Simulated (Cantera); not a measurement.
An adiabatic, constant-pressure homogeneous reactor starts with CH4 : O2 : N2 = 1 : 2.5 : 9.4 (molar parts), equivalence ratio 0.80, at 1625 K and 5.00 bar. Integrator tolerance rtol = 1e-08.

Cantera simulation using GRI-Mech 3.0 (53 species, 325 reactions); the numbers are that mechanism's predictions, not measurements.

| quantity | before | after |
|---|---|---|
| time of steepest temperature rise | 0.101 ms | 0.434 ms |
| temperature at 7.00 s | 2810 K | 2032 K |
| equilibrium temperature | 2810 K | 2032 K |
| x(CH4) at 7.00 s | <1e-12 (gas-phase equilibrium <1e-12) | 2.36e-9 (gas-phase equilibrium 2.71e-9) |
| x(O2) at 7.00 s | 0.0380 (gas-phase equilibrium 0.0380) | 3.82e-9 (gas-phase equilibrium 3.82e-9) |
| x(H2O) at 7.00 s | 0.134 (gas-phase equilibrium 0.134) | 0.0440 (gas-phase equilibrium 0.0440) |
| x(CO) at 7.00 s | 0.0203 (gas-phase equilibrium 0.0203) | 0.0747 (gas-phase equilibrium 0.0747) |
| x(CH2) at 7.00 s | <1e-12 (gas-phase equilibrium <1e-12) | <1e-12 (gas-phase equilibrium <1e-12) |

Name the change that produced these shifts.
A) pressure from 5.00 bar to 0.210 bar
B) constant volume in place of constant pressure
C) CH4 1 to 1.3 parts
D) O2 2.5 to 0.81 parts

D, O2 2.5 to 0.81 parts
